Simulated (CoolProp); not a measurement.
Vapour-liquid equilibrium of o-xylene (1) + n-decane (2) at 269.45 °C; x and y are mole fractions of (1).

Model: multi-fluid Helmholtz-energy mixture model, Zhou 2012 and Lemmon 2006; pair parameters Bell 2016, in CoolProp.

| x | bubble pressure (kPa) | y at the bubble point | dew pressure at overall composition x (kPa) | liquid density (mol/L) |
|---|---|---|---|---|
| 0.05 | 722.9 | 0.070 | 716.7 | … |
| 0.15 | 766.7 | 0.202 | 748.8 | 3.746 |
| 0.25 | 812.2 | 0.325 | 783.9 | … |
| 0.35 | 859.1 | 0.438 | … | 4.112 |
| 0.45 | 907.2 | 0.543 | 864.3 | 4.319 |
| 0.55 | 956.4 | 0.640 | 910.6 | 4.544 |
| 0.65 | 1007 | 0.730 | 961.6 | 4.790 |
| 0.75 | … | 0.814 | … | 5.059 |
| 0.85 | 1110 | 0.893 | 1081 | 5.355 |
| 0.95 | 1164 | 0.965 | 1152 | 5.682 |

**Question.** Fill in the missing entries.

**Answer.** 
- 0.05, liquid density (mol/L): 3.582
- 0.25, liquid density (mol/L): 3.922
- 0.35, dew pressure at overall composition x (kPa): 822.3
- 0.75, bubble pressure (kPa): 1058
- 0.75, dew pressure at overall composition x (kPa): 1018

No azeotrope shows between x = 0.05 and 0.95.

Pair parameters are fitted to limited data, so mixtures are less certain than the pure fluids.
